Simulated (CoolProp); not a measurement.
The fluid at 392.96 K and 0.413 MPa expands adiabatically to 0.0299 MPa with isentropic efficiency 0.8. The same conditions are run with several fluids, on thermodynamics alone (safety and materials aside).

Values from CoolProp's reference Helmholtz-energy equation of state of each fluid (methanol: de Reuck 1993; R124: de Vries 1995; carbonyl sulfide: Lemmon 2006; dry air: Lemmon 2000; sulfur hexafluoride: Guder 2009). Blends and air are pseudo-pure fits.

Question: Rank methanol, R124, carbonyl sulfide, dry air, sulfur hexafluoride by work (kJ/kg), highest first.

Answer: methanol (171), dry air (167), carbonyl sulfide (88.3), R124 (44.6), sulfur hexafluoride (42.2)

| fluid | final temperature (K) | final phase | final density (kg/m³) |
|---|---|---|---|
| methanol | 309.5 | two-phase, vapour fraction 0.947 | 0.406 |
| R124 | 334.4 | gas | 1.48 |
| carbonyl sulfide | 265.4 | gas | 0.818 |
| dry air | 227.0 | gas | 0.459 |
| sulfur hexafluoride | 335.4 | gas | 1.57 |
